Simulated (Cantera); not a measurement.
**Al(CH3)3 + N2O + H2 + NH3 (aluminium nitride and oxide growth)**

Input: 1 mol Al(CH3)3, 13 mol N2O, 4 mol H2, a varied amount of NH3, at 1998 K and 8.25 Torr.

Equilibrium computed with Cantera from the NASA thermochemical tables; the gas is ideal and each condensed phase is pure. Candidate condensed phases: Al, AlN, Al2O3, C, C6H6, C7H8, C8H18, H2O; 148 gas species. The feed counts by its element totals alone. Equilibrium is a limit: real reactors are often held back by kinetics, nucleation or transport.

From 17 mol NH3 to 150 mol NH3 the condensed part is Al2O3(s).

```csv
n(NH3) (mol),x H2,x N2,x H2O,x CO,x H,x CO2,n Al2O3(s)
17,0.432,0.366,0.141,0.0476,0.0101,0.00339,0.500
31,0.530,0.328,0.0962,0.0332,0.0111,0.00131,0.500
44,0.578,0.309,0.0742,0.0258,0.0116,0.000723,0.500
57,0.608,0.298,0.0604,0.0211,0.0119,0.000457,0.500
71,0.630,0.290,0.0503,0.0176,0.0121,0.000307,0.500
84,0.645,0.284,0.0436,0.0153,0.0123,0.000225,0.500
97,0.656,0.280,0.0384,0.0135,0.0124,0.000172,0.500
110,0.665,0.276,0.0343,0.0121,0.0125,0.000136,0.500
120,0.670,0.274,0.0318,0.0112,0.0125,0.000116,0.500
140,0.679,0.271,0.0276,0.00970,0.0126,8.62e-5,0.500
150,0.683,0.269,0.0259,0.00911,0.0126,7.55e-5,0.499
```
x: gas mole fraction; n: condensed amount in mol.
